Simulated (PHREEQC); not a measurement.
1 kg of water holding 0.0056 mol/kgw K2SO4 and 0.085 mol/kgw K2CO3 is evaporated at 25 °C; the solids stay in contact with the brine. The system is closed to CO2. Only these solids could form: Arcanite, Kalicinite, Misenite.

The series has 22 steps of water left (kg), from 1 to 0.01632.

The numbers come from PHREEQC with the Pitzer model, pitzer.dat.

Q: Which solids form, in which order, and at which step of the series does each first stand?

A: Arcanite from water left = 0.0434 kg (pH 12.23).
